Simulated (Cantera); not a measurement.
A freely propagating, adiabatic, planar premixed flame of H2 : O2 : N2 = 1 : 0.179 : 0.671 (molar parts), equivalence ratio 2.8, unburnt at 400 K and 500000 Pa; mixture-averaged transport, grid criteria slope 0.08 and curve 0.16, no radiation.

Cantera simulation using the H2/O2 subset of GRI-Mech 3.0, which has no nitrogen chemistry; the numbers are that mechanism's predictions, not measurements. The hydrogen kinetics of GRI-Mech 3.0 are dated; newer H2 mechanisms differ, most at raised pressure. Burning velocities carry a grid error of a few per cent, more on coarse grids.

### Question
How do the results move with these cheaper or finer settings: unity-Lewis-number transport; multicomponent transport; multicomponent+Soret transport; grid criteria slope 0.5, curve 1; grid criteria slope 0.25, curve 0.5; grid criteria slope 0.03, curve 0.06?

### Answer
```json
[
 {"setting": "as above", "laminar burning velocity": "344 cm/s", "thermal thickness": "0.0567 mm", "peak x(O)": "0.000706", "peak x(HO2)": "0.000900", "grid points": "109"},
 {"setting": "unity-Lewis-number transport", "laminar burning velocity": "214 cm/s", "thermal thickness": "0.0647 mm", "peak x(O)": "0.000460", "peak x(HO2)": "0.000562", "grid points": "109"},
 {"setting": "multicomponent transport", "laminar burning velocity": "340 cm/s", "thermal thickness": "0.0578 mm", "peak x(O)": "0.000690", "peak x(HO2)": "0.000883", "grid points": "109"},
 {"setting": "multicomponent+Soret transport", "laminar burning velocity": "329 cm/s", "thermal thickness": "0.0550 mm", "peak x(O)": "0.000704", "peak x(HO2)": "0.000923", "grid points": "116"},
 {"setting": "grid criteria slope 0.5, curve 1", "laminar burning velocity": "346 cm/s", "thermal thickness": "0.0794 mm", "peak x(O)": "0.000611", "peak x(HO2)": "0.000716", "grid points": "34"},
 {"setting": "grid criteria slope 0.25, curve 0.5", "laminar burning velocity": "345 cm/s", "thermal thickness": "0.0607 mm", "peak x(O)": "0.000678", "peak x(HO2)": "0.000879", "grid points": "51"},
 {"setting": "grid criteria slope 0.03, curve 0.06", "laminar burning velocity": "340 cm/s", "thermal thickness": "0.0554 mm", "peak x(O)": "0.000702", "peak x(HO2)": "0.000906", "grid points": "256"}
]
```
Unity Lewis numbers drop preferential diffusion, which matters most where H2 and H carry the flame; Soret adds thermal diffusion.
